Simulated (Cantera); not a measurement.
Feed: 1 mol Si3N4, 0.35 mol CO2, 7.4 mol N2, 1.9 mol N2O, equilibrated at 1.33 mbar.

Cantera equilibrium calculation (NASA polynomials, part measured and part estimated; ideal gas, pure solids and liquids). Candidate condensed phases: C, Si, SiC, SiO2, Si2N2O, Si3N4; 34 gas species. Mutual solubility and eutectic melting of coexisting phases are not modelled. The tables' values for SiN are old estimates; treat these amounts as uncertain. The tables hold silica as quartz up to 1696 K and as liquid above; real silica turns to tridymite and cristobalite and melts near 1996 K. Kinetics and transport are ignored.

log p: log10 of the partial pressure in bar; n: condensed amount in mol.

| T (K) | log p N2 | log p SiO | log p Si | log p CO | log p Si2 | n SiO2(β-quartz) | n Si2N2O(s) | n Si(l) | n SiC(s) |
|---|---|---|---|---|---|---|---|---|---|
| 1173 | -2.89 | -9.59 | <-14 | -4.35 | <-14 | 0.500 | 1.25 | 0 | 0 |
| 1323 | -2.89 | ? | ? | -4.35 | <-14 | 0.500 | 1.25 | 0 | 0 |
| 1473 | -2.89 | -5.01 | -11.27 | -4.35 | <-14 | 0.474 | 1.22 | 0 | 0 |
| 1623 | -2.95 | -3.79 | -8.29 | -4.42 | -12.31 | 0 | 0.750 | 0 | 0 |
| 1773 | -2.97 | -3.64 | -5.67 | -4.70 | -7.93 | 0 | 0 | 0.446 | 0.140 |
| 1923 | -2.97 | -3.67 | ? | -4.48 | ? | 0 | 0 | ? | 0 |
| 2073 | -2.99 | -3.69 | -4.19 | -4.50 | -6.28 | 0 | 0 | 0 | 0 |

Question: What belongs in the gaps?

Answer: 
- 1323, log p SiO: -7.03
- 1323, log p Si: -14.36
- 1923, log p Si: -4.77
- 1923, log p Si2: -6.84
- 1923, n Si(l): 0.552
